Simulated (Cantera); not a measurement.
An adiabatic, constant-pressure homogeneous reactor starts with H₂ : O₂ : N₂ = 1 : 1.14 : 4.27 (molar parts), equivalence ratio 0.44, at 1423 K and 4.93 atm. Integrator tolerance rtol = 1e-08.

Model: the H2/O2 subset of GRI-Mech 3.0, which has no nitrogen chemistry, integrated in Cantera. The hydrogen kinetics of GRI-Mech 3.0 are dated; newer H2 mechanisms differ, most at raised pressure.

| quantity | before | after |
|---|---|---|
| time of steepest temperature rise | 4.03 µs | 3.44 µs |
| temperature at 2.00 s | 2459 K | 2382 K |
| equilibrium temperature | 2459 K | 2382 K |
| x(H₂) at 2.00 s | 0.00110 (gas-phase equilibrium 0.00110) | 0.000513 (gas-phase equilibrium 0.000513) |
| x(O₂) at 2.00 s | 0.105 (gas-phase equilibrium 0.105) | 0.182 (gas-phase equilibrium 0.182) |
| x(H) at 2.00 s | 0.000313 (gas-phase equilibrium 0.000313) | 0.000149 (gas-phase equilibrium 0.000149) |
| x(OH) at 2.00 s | 0.00915 (gas-phase equilibrium 0.00915) | 0.00776 (gas-phase equilibrium 0.00776) |
| x(O) at 2.00 s | 0.00173 (gas-phase equilibrium 0.00173) | 0.00151 (gas-phase equilibrium 0.00151) |
| x(H₂O₂) at 2.00 s | 7.61e-7 (gas-phase equilibrium 7.61e-7) | 7.71e-7 (gas-phase equilibrium 7.71e-7) |
| x(HO₂) at 2.00 s | 1.46e-5 (gas-phase equilibrium 1.46e-5) | 1.70e-5 (gas-phase equilibrium 1.70e-5) |

What was changed between the two runs?
A. O2 1.14 to 1.7 parts
B. H2 1 to 0.71 parts
C. constant volume in place of constant pressure
D. pressure from 4.93 atm to 5.92 atm

A, O2 1.14 to 1.7 parts
